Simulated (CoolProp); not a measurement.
Properties of octamethylcyclotetrasiloxane (D4) at several states.

Computed with CoolProp (reference Helmholtz-energy equation of state, Thol 2015).

```json
[
 {"T (K)": "384.4", "p (MPa)": "3.37", "phase": "liquid", "Z": "0.3643", "cp (kJ/(kg K))": "1.833", "cv (kJ/(kg K))": "1.559", "speed of sound (m/s)": "680.4", "isothermal compressibility (1/MPa)": "0.002958"},
 {"T (K)": "588.2", "p (MPa)": "0.0674", "phase": "gas", "Z": "0.9824", "cp (kJ/(kg K))": "1.986", "cv (kJ/(kg K))": "___", "speed of sound (m/s)": "127.1", "isothermal compressibility (1/MPa)": "15.11"},
 {"T (K)": "454.4", "p (MPa)": "1.34", "phase": "liquid", "Z": "___", "cp (kJ/(kg K))": "2.001", "cv (kJ/(kg K))": "1.726", "speed of sound (m/s)": "___", "isothermal compressibility (1/MPa)": "0.006902"}
]
```

Fill in the missing entries.


- 588.2, cv (kJ/(kg K)): 1.955
- 454.4, Z: 0.1376
- 454.4, speed of sound (m/s): 468.8
